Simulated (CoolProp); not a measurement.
Vapour-liquid equilibrium of ethanol (1) + n-decane (2) at 652 kPa; x and y are mole fractions of (1).

The numbers come from the multi-fluid Helmholtz-energy mixture model, Schroeder 2014 and Lemmon 2006; pair parameters Bell 2016 in CoolProp.

Question: Give the bubble temperature and the first vapour's composition at x = 0.125, 0.575, 0.875. Is there an azeotrope?

Answer: x = 0.125: 451.1 K, y = 0.815; x = 0.575: 418.0 K, y = 0.934; x = 0.875: 411.2 K, y = 0.970. No azeotrope shows between x = 0.05 and 0.95.

The pair parameters rest on a limited set of measurements; away from them the model extrapolates. With so large a gap from Raoult's law the liquid may split in two, which this calculation doesn't test in full.
